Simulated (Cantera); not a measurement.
A perfectly stirred reactor is fed with CH4 : C2H6 : C3H8 : O2 : N2 = 1 : 0.45 : 0.045 : 3.45 : 13 (molar parts), equivalence ratio 1.1, at 4650 Torr; it is adiabatic with a 548 K inlet, and is followed from long to short residence time, starting on the burning branch (τ in s: 0.12, 0.045, 0.018, 0.007, 0.0027, 0.0011, 0.00042, 0.00016, 6.5e-05, 2.5e-05, 9.9e-06).

Computed with Cantera and GRI-Mech 3.0 (53 species, 325 reactions).

Q: What does this change do: CH4 1 to 1.5 parts?

A: 
```json
[
 {"quantity": "blow-out, bracketed by the residence times tried", "before": "burning at 25.0 µs, out at 9.90 µs", "after": "burning at 0.160 ms, out at 65.0 µs"},
 {"quantity": "x(CH4) at τ = 0.120 s", "before": "9.22e-7", "after": "5.92e-5"},
 {"quantity": "x(C2H6) at τ = 0.120 s", "before": "1.42e-8", "after": "4.88e-8"},
 {"quantity": "x(C3H8) at τ = 0.120 s", "before": "1.78e-9", "after": "4.05e-9"},
 {"quantity": "x(CH2O) at τ = 0.120 s", "before": "1.44e-7", "after": "5.64e-7"},
 {"quantity": "x(C2H4) at τ = 0.120 s", "before": "3.93e-8", "after": "1.57e-7"},
 {"quantity": "x(CH4) at τ = 1.10 ms", "before": "2.88e-5", "after": "0.00133"},
 {"quantity": "x(C2H6) at τ = 1.10 ms", "before": "1.30e-6", "after": "5.97e-6"},
 {"quantity": "x(C3H8) at τ = 1.10 ms", "before": "1.34e-7", "after": "3.61e-7"},
 {"quantity": "x(CH2O) at τ = 1.10 ms", "before": "6.23e-6", "after": "2.63e-5"},
 {"quantity": "x(C2H4) at τ = 1.10 ms", "before": "2.93e-6", "after": "2.88e-5"}
]
```
